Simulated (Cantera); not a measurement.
Charge: 1 mol SiH2Cl2, a varied amount of CH4, 15 mol H2, held at 2150 K and 13.3 mbar.

Cantera equilibrium calculation (NASA polynomials, part measured and part estimated; ideal gas, pure solids and liquids). Candidate condensed phases: C, C6H6, C7H8, C8H18, Si, SiC; 109 gas species. The tables' values for SiCl, SiCl3 are old estimates; treat these amounts as uncertain. Gases not in the tables: Si2H6 and higher silanes. The numbers say what is thermodynamically allowed, not how fast it happens.

Question: At 0.69 mol CH4, list the 5 most abundant gas species with their mole fractions, and the condensed phases.

Answer: H2 0.860, HCl 0.0872, H 0.0339, SiCl2 0.00751, Si 0.00704. Condensed: SiC(s).
